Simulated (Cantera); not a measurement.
A closed system holds: 1 mol Si, 1.6 mol Cl2, 2.4 mol H2, equilibrated at 975 K and 1 atm.

Method: chemical equilibrium by Gibbs-energy minimisation in Cantera with the NASA 1993 tables (ideal gas, pure condensed phases). Candidate condensed phases: Si; 19 gas species. The tables' values for SiCl3 are old estimates; treat these amounts as uncertain. The numbers say what is thermodynamically allowed, not how fast it happens.

Base state: H2 0.716, SiCl4 0.189, SiHCl3 0.0804, HCl 0.00962, SiH2Cl2 0.00358, SiCl3 0.00118, SiCl2 0.000209, SiH3Cl 4.03e-5 (mole fractions); condensed: Si(s).

What changes in the equilibrium state with this change: Cl2 from 1.6 to 2.9 mol?


| species | before | after |
|---|---|---|
| HCl | 0.00962 | 0.420 |
| H2 | 0.716 | 0.348 |
| SiCl4 | 0.189 | 0.231 |
| SiHCl3 | 0.0804 | 0.00110 |
| SiH3Cl | 4.03e-5 | <1e-9 |
| SiH2Cl2 | 0.00358 | 5.44e-7 |
| SiCl2 | 0.000209 | 6.53e-8 |
| SiCl3 | 0.00118 | 2.31e-5 |
| Si(s), mol | 0.137 | 0 |
